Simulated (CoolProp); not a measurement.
Vapour-liquid equilibrium of CH2F2 (R32) (1) + R152A (2) at 222.9 K; x and y are mole fractions of (1).

Model: multi-fluid Helmholtz-energy mixture model, Tillner-Roth 1997 and Outcalt 1996; pair parameters Bell 2016, in CoolProp.

Q: Give the bubble pressure and the first vapour's composition at x = 0.15, 0.35, 0.95. Is there an azeotrope?

A: x = 0.15: 0.4009 bar, y = 0.421; x = 0.35: 0.5673 bar, y = 0.681; x = 0.95: 1.047 bar, y = 0.985. No azeotrope shows between x = 0.05 and 0.95.

The pair parameters rest on a limited set of measurements; away from them the model extrapolates.
